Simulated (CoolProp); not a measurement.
The fluid at 298.15 K and 2.9 MPa expands adiabatically to 0.354 MPa with isentropic efficiency 0.7. The same conditions are run with several fluids, on thermodynamics alone (safety and materials aside).

Values from CoolProp's reference Helmholtz-energy equation of state of each fluid (oxygen: Schmidt 1985; nitrous oxide: Lemmon 2006; C2F6 (R116): Lemmon 2006; nitrogen: Span 2000).

```
fluid          work (kJ/kg)  final temperature (K)                       final phase  final density (kg/m³)
-------------  ------------  ---------------------  --------------------------------  ---------------------
oxygen                 83.6                  200.7                               gas                   6.86
nitrous oxide          57.1                  208.8  two-phase, vapour fraction 0.978                   9.80
C2F6 (R116)            17.5                  238.2                               gas                   26.9
nitrogen               96.3                  201.1                               gas                   5.98
```
